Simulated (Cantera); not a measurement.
A closed system holds: 1 mol B2H6, 2.7 mol H2O, 26 mol N2, at 11.0 Pa.

Method: chemical equilibrium by Gibbs-energy minimisation in Cantera with the NASA 1993 tables (ideal gas, pure condensed phases). Candidate condensed phases: B, BN, B2O3, B3O3H3, H2O; 39 gas species. The feed counts by its element totals alone. Equilibrium is a limit: real reactors are often held back by kinetics, nucleation or transport. All values below are at 1650 °C.

Base state: N2 0.773, H2 0.143, H 0.0340, BO 0.0226, HBO2 0.0101, B2O3 0.00940, HBO 0.00608, H2O 0.00100 (mole fractions); condensed: gas only.

**Question.** What changes in the equilibrium state with this change: pressure from 11.0 Pa to 45.0 Pa?

**Answer.** 
```tsv
species	before	after
N2	0.773	0.782
H2	0.143	0.153
H	0.0340	0.0174
BO	0.0226	0.0160
B2O3	0.00940	0.0114
HBO2	0.0101	0.00887
OH	2.05e-5	6.19e-6
BO2	0.000250	0.000105
```
